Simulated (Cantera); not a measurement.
Charge: 1 mol Fe2O3, 0.16 mol Cl2, 0.18 mol N2, at 1427 °C and 75.0 Torr.

Cantera equilibrium calculation (NASA polynomials, part measured and part estimated; ideal gas, pure solids and liquids). Candidate condensed phases: Fe, FeCl2, FeCl3, FeO, Fe2O3, Fe3O4; 19 gas species. The numbers say what is thermodynamically allowed, not how fast it happens.

Base state: O2 0.419, N2 0.293, FeCl2 0.215, Cl 0.0546, Cl2 0.00807, FeCl3 0.00729, NO 0.00250, ClO 0.000219 (mole fractions); condensed: Fe3O4(s).

What changes in the equilibrium state with this change: temperature from 1427 °C to 1202 °C?


```csv
species,before,after
N2,0.293,0.426
FeCl2,0.215,0.214
O2,0.419,0.206
FeCl3,0.00729,0.0618
Cl2,0.00807,0.0544
Cl,0.0546,0.0363
O,9.15e-5,4.12e-6
Fe2Cl4,4.92e-5,0.000217
"Fe3O4(s), mol",0.621,0
"Fe2O3(s), mol",0,0.942
```
